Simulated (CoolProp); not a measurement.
Properties of ethanol along the isobar 4030 kPa.

Model: reference Helmholtz-energy equation of state, Schroeder 2014, in CoolProp.

```tsv
T (K)	phase	Z	cp (kJ/(kg K))	cv (kJ/(kg K))	speed of sound (m/s)	conductivity (mW/(m K))	fugacity coefficient
365.8	liquid	0.08393	3.066	2.529	952.6	154	0.04452
386.8	liquid	0.08193	3.309	2.672	879.8	151	0.08756
407.8	liquid	0.08066	3.573	2.799	799.4	148	0.1567
428.8	liquid	0.08028	3.841	2.898	709.9	144	0.2583
449.8	liquid	0.08101	4.107	2.970	610.1	140	0.3965
470.8	liquid	0.08347	4.485	3.045	493.3	136	0.5710
491.9	gas	0.6500	4.898	2.639	230.7	54.9	0.7573
512.9	gas	0.7505	3.520	2.474	259.5	52.3	0.8052
533.9	gas	0.8089	3.098	2.402	278.5	53.0	0.8409
554.9	gas	0.8487	2.899	2.371	293.2	54.5	0.8685
575.9	gas	0.8776	2.795	2.361	305.5	56.5	0.8903
596.9	gas	0.8994	2.739	2.366	316.1	58.6	0.9078
617.9	gas	0.9164	2.711	2.381	325.7	60.9	0.9220
```

Thermal conductivity comes from a separate model (Assael 2013).
